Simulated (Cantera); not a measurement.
Charge: 1 mol TiCl₄, 2.3 mol C₃H₈, held at 10.0 Torr.

Cantera equilibrium calculation (NASA polynomials, part measured and part estimated; ideal gas, pure solids and liquids). Candidate condensed phases: C, C₆H₆, C₇H₈, C₈H₁₈, Ti, TiC, TiCl₂, TiCl₃, TiCl₄; 96 gas species. TiC: taken at fixed stoichiometry. The numbers say what is thermodynamically allowed, not how fast it happens.

Over these rows the condensed part is C(graphite) + TiC(s). Partial pressures as log10 of bar:

| T (K) | 1000/T (1/K) | log p TiCl₄ | log p H₂ | log p HCl |
|---|---|---|---|---|
| 1648 | 0.6068 | -5.78 | -2.06 | -2.33 |
| 1748 | 0.5721 | -6.13 | -2.07 | -2.33 |
| 1848 | 0.5411 | ? | -2.07 | -2.33 |
| 1948 | 0.5133 | -6.73 | -2.07 | -2.33 |
| 2048 | 0.4883 | -7.00 | -2.07 | -2.34 |
| 2148 | 0.4655 | -7.26 | -2.08 | -2.35 |

### Question
Fit log p(TiCl₄) = a + b·(1000/T) to the five rows, give the apparent enthalpy, and predict the row at 1848 K.

### Answer
Means: 1000/T = 0.5292, log p = -6.580. Sxy = 0.144264, Sxx = 0.0138455, so b = 10.42 and a = -6.580 − (10.42)×0.5292 = -12.09.
Apparent enthalpy: −19.145 × (10.42) = -199 kJ/mol. With the condensed phases at unit activity, TiC(s) + 4 HCl(g) = TiCl₄(g) + C(graphite) + 2 H₂(g) links this pressure to the main gases: over the six rows their terms move log p by -0.04 in all, so the slope is close to that reaction's ΔH°. The five rows lie within 0.02 of the line.
Prediction at 1848 K: -12.09 + (10.42)×0.5411 = -6.45. The computed value is -6.44, 0.01 from the line.
